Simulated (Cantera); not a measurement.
# N2O furnace oxynitridation

A perfectly stirred reactor is fed with 100 % N2O, at 82.5 Torr; it is held at 1375 K, and followed from long to short residence time.

Detailed kinetics in Cantera: GRI-Mech 3.0 (53 species, 325 reactions). GRI-Mech 3.0 was tuned for natural gas; its chemistry of N2O as a main component is partial and can be far from experiment. The mechanism lacks the step 2 NO + O2 → 2 NO2, which can matter for NO2 below about 1400 K. The temperature is held fixed by assumption; the heat of reaction is taken as removed at once.

```tsv
τ (s)	x N2O	x NO	x O2	x O	x N2	x NO2
4.1	0.127	0.0986	0.242	1.63e-5	0.533	0.000103
1.5	0.275	0.0861	0.199	1.79e-5	0.440	8.61e-5
0.58	0.490	0.0618	0.139	1.86e-5	0.309	5.86e-5
0.22	0.716	0.0348	0.0774	1.89e-5	0.172	3.07e-5
0.082	0.871	0.0159	0.0352	1.91e-5	0.0783	1.25e-5
0.031	0.947	0.00654	0.0145	1.91e-5	0.0322	4.17e-6
0.012	0.979	0.00262	0.00578	1.91e-5	0.0129	1.14e-6
0.0044	0.992	0.000969	0.00214	1.90e-5	0.00478	2.22e-7
0.0016	0.997	0.000350	0.000773	1.88e-5	0.00174	3.45e-8
0.00061	0.999	0.000130	0.000286	1.82e-5	0.000655	5.07e-9
```
x: mole fraction; the columns are a selection and need not sum to one.
